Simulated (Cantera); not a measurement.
Input: 1 mol HgO, 2.3 mol N₂, equilibrated at 1000 Pa.

Method: chemical equilibrium by Gibbs-energy minimisation in Cantera with the NASA 1993 tables (ideal gas, pure condensed phases). Candidate condensed phases: Hg, HgO; 10 gas species. The numbers say what is thermodynamically allowed, not how fast it happens.

Which condensed phases are stable at each of these points (T (K)): 475, 500, 525, 550, 575, 600, 625, 650, 675, 700, 725, 750, 775?


| T (K) | condensed phases | Hg condensed (%) |
|---|---|---|
| 475 | HgO(s) | 96.9 |
| 500 | HgO(s) | 88.2 |
| 525 | HgO(s) | 55.9 |
| 550 | gas only | 0.0 |
| 575 | gas only | 0.0 |
| 600 | gas only | 0.0 |
| 625 | gas only | 0.0 |
| 650 | gas only | 0.0 |
| 675 | gas only | 0.0 |
| 700 | gas only | 0.0 |
| 725 | gas only | 0.0 |
| 750 | gas only | 0.0 |
| 775 | gas only | 0.0 |

From 475 K to 525 K the condensed part is HgO(s). From 550 K to 775 K nothing is condensed.
